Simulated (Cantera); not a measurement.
**Adiabatic ignition**

An adiabatic, constant-volume homogeneous reactor starts with C₂H₄ : O₂ : N₂ : H₂O = 1 : 3.45 : 13.4 : 2.9 (molar parts), equivalence ratio 0.87, at 1048 K and 1.40 bar.

Cantera simulation using GRI-Mech 3.0 (53 species, 325 reactions); the numbers are that mechanism's predictions, not measurements. GRI-Mech 3.0 was tuned for natural gas; its chemistry of ethylene as a main component is partial and can be far from experiment.

| t (s) | T (K) | P (bar) | x C₂H₄ | x O₂ | x H₂O | x C₂H₂ | x H |
|---|---|---|---|---|---|---|---|
| 1.00e-6 | 1048 | 1.40 | 0.0482 | 0.166 | 0.140 | 4.66e-12 | <1e-12 |
| 2.74e-6 | 1048 | 1.40 | 0.0482 | 0.166 | 0.140 | 1.28e-11 | <1e-12 |
| 7.53e-6 | 1048 | 1.40 | 0.0482 | 0.166 | 0.140 | 3.51e-11 | <1e-12 |
| 2.07e-5 | 1048 | 1.40 | 0.0482 | 0.166 | 0.140 | 9.65e-11 | <1e-12 |
| 5.67e-5 | 1048 | 1.40 | 0.0482 | 0.166 | 0.140 | 2.65e-10 | <1e-12 |
| 0.000156 | 1048 | 1.40 | 0.0482 | 0.166 | 0.140 | 7.27e-10 | <1e-12 |
| 0.000427 | 1048 | 1.40 | 0.0482 | 0.166 | 0.140 | 2.00e-9 | <1e-12 |
| 0.00117 | 1048 | 1.40 | 0.0482 | 0.166 | 0.140 | 5.48e-9 | <1e-12 |
| 0.00321 | 1048 | 1.40 | 0.0482 | 0.166 | 0.140 | 1.51e-8 | <1e-12 |
| 0.00882 | 1048 | 1.40 | 0.0482 | 0.166 | 0.140 | 4.16e-8 | 2.62e-12 |
| 0.0242 | 1048 | 1.40 | 0.0482 | 0.166 | 0.140 | 1.23e-7 | 7.03e-11 |
| 0.0664 | 2641 | 3.60 | <1e-12 | 0.0259 | 0.215 | <1e-12 | 0.00216 |
| 0.182 | 2641 | 3.60 | <1e-12 | 0.0259 | 0.215 | <1e-12 | 0.00216 |
| 0.500 | 2641 | 3.60 | <1e-12 | 0.0259 | 0.215 | <1e-12 | 0.00216 |
x: mole fraction; the columns are a selection and need not sum to one.

The time of steepest temperature rise comes out as 32.6 ms and the temperature at 0.500 s is 2641 K. The equilibrium temperature comes out as 2641 K and the x(C₂H₄) at 0.500 s comes out as <1e-12 (gas-phase equilibrium <1e-12). The x(O₂) at 0.500 s is 0.0259 (gas-phase equilibrium 0.0259) and the x(H₂O) at 0.500 s is 0.215 (gas-phase equilibrium 0.215).
